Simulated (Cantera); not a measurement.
Mixture: CH₄ : O₂ : N₂ = 1 : 2 : 6.2 (molar parts), at 1800000 Pa, adiabatic and at constant pressure. Ignition delay is the time to a rise of 400 K.

Detailed kinetics in Cantera: GRI-Mech 3.0 (53 species, 325 reactions). The pressure lies above the range GRI-Mech 3.0 was tuned for (to about 10 atm).

Q: What does this change do: O2 2 to 0.99 parts?

A: 
| quantity | before | after |
|---|---|---|
| delay at 1023 K | 26.0 ms | 57.9 ms |
| delay at 1173 K | 2.93 ms | 7.60 ms |
| delay at 1323 K | 0.523 ms | 1.45 ms |
| delay at 1473 K | 0.119 ms | 0.329 ms |
| apparent activation energy between 1398 and 1548 K | 170 kJ/mol | 170 kJ/mol |
